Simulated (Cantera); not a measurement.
A closed system holds: 1 mol CCl4, 8.7 mol H2, held at 575 °C.

Cantera equilibrium calculation (NASA polynomials, part measured and part estimated; ideal gas, pure solids and liquids). Candidate condensed phases: C, C6H6, C7H8, C8H18; 91 gas species. Equilibrium is a limit: real reactors are often held back by kinetics, nucleation or transport.

**Question.** Which condensed phases are stable at each of these points (P (Pa)): 1, 4.20, 18, 75, 320, 1300, 5600, 24000, 100000?

**Answer.** 
```
P (Pa)  condensed phases  C condensed (%)
------  ----------------  ---------------
1            C(graphite)            100.0
4.20         C(graphite)            100.0
18           C(graphite)            100.0
75           C(graphite)             99.8
320          C(graphite)             99.1
1300         C(graphite)             96.6
5600         C(graphite)             86.0
24000        C(graphite)             50.8
100000          gas only              0.0
```

From 1.00 Pa to 0.240 bar the condensed part is C(graphite). At 1.00 bar nothing is condensed.
